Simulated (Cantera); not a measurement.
**Equilibrium for silicon etching in halogen gases: Si + NF₃ + N₂**

A closed system holds: 1 mol Si, 0.53 mol NF₃, 0.11 mol N₂, held at 573.15 K and 10000 Pa.

These are equilibrium values from Cantera (NASA tables, ideal gas, pure condensed phases), not measurements of a reactor. Candidate condensed phases: Si, Si₃N₄; 16 gas species. The numbers say what is thermodynamically allowed, not how fast it happens.

```json
{
  "x(SiF₄)": "1.00",
  "n(Si(s))": "0.0400 mol",
  "n(Si₃N₄(s))": "0.188 mol",
  "gas_amount": "0.3975 mol"
}
```
